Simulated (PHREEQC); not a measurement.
Solution (85 °C): 92 mmol/kgw HF, 2 mmol/kgw NH4F and 3.6 mmol/kgw H2SiF6. Closed to the air; pH follows from the charge balance.

Model: ion-association model, phreeqc.dat, run in PHREEQC.

```yaml
pH: 2.10
ionic_strength: 0.0144 mol/kgw
total_alkalinity: -114 meq/kg
```

```tsv
species	molality	activity	log γ
HF	0.0893	0.0896	0.001
H+	0.00885	0.00787	-0.051
SiF6-2	0.00360	0.00212	-0.231
F-	0.00265	0.00231	-0.061
NH4+	0.00200	0.00173	-0.063
HF2-	0.001000	0.000872	-0.060
H4SiO4	2.38e-7	2.39e-7	0.001
NH3	4.13e-9	4.15e-9	0.001
```

This is a speciation only: nothing precipitates in the calculation. At this temperature some constants are extrapolated from 25 °C, and those without enthalpy data are left unchanged. SiF6-2 is the database's only silicon fluoride.
